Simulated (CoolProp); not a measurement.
Vapour-liquid equilibrium of benzene (1) + octamethylcyclotetrasiloxane (D4) (2) at 0.219 MPa; x and y are mole fractions of (1).

The numbers come from the multi-fluid Helmholtz-energy mixture model, Thol 2012 and Thol 2015; pair parameters Bell 2016 in CoolProp.

**Question.** Give the bubble temperature and the first vapour's composition at x = 0.2, 0.35, 0.5. Is there an azeotrope?

**Answer.** x = 0.2: 173.6 °C, y = 0.625; x = 0.35: 152.2 °C, y = 0.827; x = 0.5: 136.9 °C, y = 0.915. No azeotrope shows between x = 0.05 and 0.95.

Pair parameters are fitted to limited data, so mixtures are less certain than the pure fluids.
